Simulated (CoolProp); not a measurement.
A Linde-Hampson liquefier for methane: isothermal reversible compression at 250 K from 1 atm to 10 MPa, throttling to 1 atm, return gas leaving the recuperator 2 K below the feed. Each further row changes one setting.

Values from CoolProp's reference Helmholtz-energy equation of state, Setzmann 1991.

```tsv
case	liquid yield per pass	compression work (kJ/kg of gas)
as stated	___	553
high pressure 20 MPa	___	613
warm-end temperature 280 K	___	___
warm-end gap 7 K	___	553
```

**Question.** Some entries are withheld; supply them.

**Answer.** 
- as stated, liquid yield per pass: 0.195
- high pressure 20 MPa, liquid yield per pass: 0.322
- warm-end temperature 280 K, liquid yield per pass: 0.130
- warm-end temperature 280 K, compression work (kJ/kg of gas): 636
- warm-end gap 7 K, liquid yield per pass: 0.184
